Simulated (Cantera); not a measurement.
Charge: 1 mol Si2H6, a varied amount of O3, 2.5 mol CO2, equilibrated at 550 °C and 43.0 Pa.

Cantera equilibrium calculation (NASA polynomials, part measured and part estimated; ideal gas, pure solids and liquids). Candidate condensed phases: C, C6H6, C7H8, C8H18, H2O, Si, SiC, SiO2; 123 gas species. The feed counts by its element totals alone. The numbers say what is thermodynamically allowed, not how fast it happens.

### Question
Which condensed phases are stable at each of these points (n(O3) (mol)): 0.41, 1, 1.6, 2.2, 2.8, 3.4, 3.9, 4.5, 5.1?

### Answer
```tsv
n(O3) (mol)	condensed phases	Si condensed (%)
0.41	C(graphite) + SiO2(α-quartz)	100.0
1	SiO2(α-quartz)	100.0
1.6	SiO2(α-quartz)	100.0
2.2	SiO2(α-quartz)	100.0
2.8	SiO2(α-quartz)	100.0
3.4	SiO2(α-quartz)	100.0
3.9	SiO2(α-quartz)	100.0
4.5	SiO2(α-quartz)	100.0
5.1	SiO2(α-quartz)	100.0
```

At 0.41 mol O3 the condensed part is C(graphite) + SiO2(α-quartz). From 1 mol O3 to 5.1 mol O3 the condensed part is SiO2(α-quartz).
